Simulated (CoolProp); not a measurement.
A single-stage vapour-compression cycle with vinyl chloride: evaporating at 272.15 K (dew point), condensing at 310.15 K (bubble point), superheat 8 K, subcooling 0 K, compressor efficiency 0.9, no pressure losses. Each further row changes one setting.

The numbers come from the reference Helmholtz-energy equation of state, Thol 2022 in CoolProp.

| case | cooling COP | pressure ratio | discharge temperature (K) | refrigerating effect (kJ/kg) | volumetric capacity (kJ/m³) |
|---|---|---|---|---|---|
| as stated | 5.63 | 3.33 | 344.8 | 294 | 1370 |
| evaporating temperature 277.15 K | 6.71 | ? | ? | 297 | 1640 |
| condensing temperature 305.15 K | ? | ? | 337.0 | 301 | 1400 |
| subcooling 5 K | 5.78 | 3.33 | 344.8 | 301 | 1400 |
| superheat 18 K | ? | 3.33 | ? | 302 | ? |
| compressor efficiency 0.8 | 5.01 | 3.33 | ? | 294 | 1370 |

Question: Fill in the missing entries.

Answer: 
- evaporating temperature 277.15 K, pressure ratio: 2.78
- evaporating temperature 277.15 K, discharge temperature (K): 340.5
- condensing temperature 305.15 K, cooling COP: 6.60
- condensing temperature 305.15 K, pressure ratio: 2.90
- superheat 18 K, cooling COP: 5.58
- superheat 18 K, discharge temperature (K): 355.4
- superheat 18 K, volumetric capacity (kJ/m³): 1350
- compressor efficiency 0.8, discharge temperature (K): 351.2
